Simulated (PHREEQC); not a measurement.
# Polishing slurry liquid: an equilibrium model

A solution holds 0.015 mol/kgw HNO3, 8.4e-05 mol/kgw H4SiO4 and 0.00064 mol/kgw H3BO3, at 20 °C. It is in equilibrium with CO2 at log p = -3.4 (atm). Otherwise closed; pH follows from the charge balance.

Model: ion-association model, phreeqc.dat, run in PHREEQC.

Precipitation was switched off in this run.

Problem. Predict the pH.

Solution. pH 1.87.

Species that the database lacks are ignored.
